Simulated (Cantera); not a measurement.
Input: 1 mol Si, a varied amount of NF3, 0.3 mol N2, at 1223 K and 13.3 mbar.

Cantera equilibrium calculation (NASA polynomials, part measured and part estimated; ideal gas, pure solids and liquids). Candidate condensed phases: Si, Si3N4; 16 gas species. Equilibrium is a limit: real reactors are often held back by kinetics, nucleation or transport.

At 1.8 mol NF3, list the 4 most abundant gas species with their mole fractions, and the condensed phases.

F 0.380, N2 0.335, SiF4 0.279, F2 0.00533. Condensed: gas only.
